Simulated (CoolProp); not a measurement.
A simple Rankine cycle with cyclopentane: condensing at 332.15 K, boiler at 0.401 MPa, turbine inlet 373.5 K, turbine efficiency 0.6, pump efficiency 0.8, no recuperator. Each further row changes one setting.

Values from CoolProp's reference Helmholtz-energy equation of state, Gedanitz 2015.

| case | thermal efficiency (%) | net work (kJ/kg) | heat in (kJ/kg) | turbine exit temperature (K) | volume ratio over the turbine |
|---|---|---|---|---|---|
| as stated | 5.7 | 24.9 | 434 | 351.3 | 2.90 |
| turbine inlet 393.5 K | 5.7 | 26.6 | 468 | 372.2 | 2.88 |
| condensing temperature 324.15 K | 6.8 | 30.6 | 450 | 346.6 | 3.71 |
| boiler pressure 0.281 MPa | 3.9 | 17.2 | 439 | 359.3 | 2.02 |
| turbine efficiency 0.5 | 4.8 | 20.6 | 434 | 354.1 | 2.92 |
